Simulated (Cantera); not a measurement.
A freely propagating, adiabatic, planar premixed flame of CO : H₂ : O₂ : N₂ = 1 : 0.065 : 0.649 : 2.44 (molar parts), unburnt at 473 K and 10000 Pa; mixture-averaged transport, grid criteria slope 0.08 and curve 0.16, no radiation.

Cantera simulation using GRI-Mech 3.0 (53 species, 325 reactions); the numbers are that mechanism's predictions, not measurements. Burning velocities carry a grid error of a few per cent, more on coarse grids.

Q: What does this change do: inlet temperature 473 to 400 K?

A: 
```csv
quantity,before,after
laminar burning velocity,86.1 cm/s,64.5 cm/s
thermal thickness,16.3 mm,14.8 mm
peak x(H₂O₂),1.00e-5,2.26e-5
```
